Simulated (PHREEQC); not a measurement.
**Nickel, zinc or cadmium bath: an equilibrium model**

Make-up at 20 °C: 0.29 mol/kgw ZnCl2, 0.03 mol/kgw NaCl and 6.3e-05 mol/kgw NiCl2. Closed to the air; pH follows from the charge balance.

Computed with PHREEQC (ion-association model, wateq4f.dat).

Precipitation was switched off in this run.

Question: Predict the pH.

Answer: pH 4.72.

Question: In which forms is Zn present?

Answer: Zn+2 75 %, ZnCl+ 18 %, ZnCl2 3.1 %, ZnCl3- 2.0 %, ZnCl4-2 1.0 % of the Zn.

Caution: at this ionic strength the ion-association model is outside its range; a Pitzer model would be the better tool where its parameters exist.
